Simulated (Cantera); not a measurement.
Feed: 1 mol Pb, 2.8 mol CO, held at 1698 K.

Equilibrium computed with Cantera from the NASA thermochemical tables; the gas is ideal and each condensed phase is pure. Candidate condensed phases: C, Pb, PbO, PbO2, Pb3O4; 15 gas species. Rates play no part.

Problem. What share of the Pb ends up in condensed phases as a function of P (Pa), at 10, 120, 1600, 19000, 240000, 3000000?

Solution. 
```json
[
 {"P (Pa)": "10", "Pb condensed (%)": "0.0", "as": "-"},
 {"P (Pa)": "120", "Pb condensed (%)": "0.0", "as": "-"},
 {"P (Pa)": "1600", "Pb condensed (%)": "0.0", "as": "-"},
 {"P (Pa)": "19000", "Pb condensed (%)": "0.0", "as": "-"},
 {"P (Pa)": "240000", "Pb condensed (%)": "83.7", "as": "Pb(l)"},
 {"P (Pa)": "3000000", "Pb condensed (%)": "98.8", "as": "Pb(l)"}
]
```
